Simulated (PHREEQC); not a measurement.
A solution holds 0.079 mol NH4HF2, 0.017 mol H2SiF6 and 0.18 mol H2SO4 per kg of water, at 95 °C. Closed to the air; pH follows from the charge balance.

Computed with PHREEQC (ion-association model, wateq4f.dat).

Each row changes one thing in this solution. Precipitation was switched off in this run.

```
case                                   pH  ionic strength (mol/kgw)  HSO4- (mol/kgw)  SO4-2 (mol/kgw)  H2F2 (mol/kgw)  NH4SO4- (mol/kgw)
-----------------------------------  ----  ------------------------  ---------------  ---------------  --------------  -----------------
as made                              0.96                     0.247            0.171          0.00755         0.00371            0.00172
H2SO4 from 0.18 to 0.27 mol/kgw      0.75                     0.337            0.260          0.00796         0.00379            0.00162
0.022 mol/kgw NaBr added             0.96                     0.269            0.170          0.00774         0.00372         (withheld)
H2SiF6 left out                      1.06                     0.198            0.169          0.00887         0.00366            0.00218
H2SiF6 from 0.017 to 0.0034 mol/kgw  1.04                     0.208            0.169          0.00856      (withheld)         (withheld)
temperature from 95 to 80 °C         0.94                     0.253            0.167           0.0107         0.00653            0.00251
temperature from 95 to 85 °C         0.95                     0.251            0.168          0.00957         0.00544            0.00222
```

What belongs in the gaps?


- 0.022 mol/kgw NaBr added, NH4SO4- (mol/kgw): 0.00171
- H2SiF6 from 0.017 to 0.0034 mol/kgw, H2F2 (mol/kgw): 0.00367
- H2SiF6 from 0.017 to 0.0034 mol/kgw, NH4SO4- (mol/kgw): 0.00207

At this temperature some constants are extrapolated from 25 °C, and those without enthalpy data are left unchanged. SiF6-2 is the database's only silicon fluoride.
